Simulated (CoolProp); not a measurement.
Properties of cyclopropane at several states (Tc = 398.7 K, pc = 5605 kPa, ω = 0.131).

Computed with CoolProp (reference Helmholtz-energy equation of state, Polt 1992). This equation is an older, rougher fit.

```json
[
 {"T (K)": "451.5", "p (kPa)": "3220", "phase": "gas", "density (kg/m³)": "42.21", "isothermal compressibility (1/MPa)": "0.3667"},
 {"T (K)": "297.4", "p (kPa)": "31.5", "phase": "gas", "density (kg/m³)": "0.5388", "isothermal compressibility (1/MPa)": "31.91"},
 {"T (K)": "419.6", "p (kPa)": "409", "phase": "gas", "density (kg/m³)": "5.043", "isothermal compressibility (1/MPa)": "2.500"}
]
```
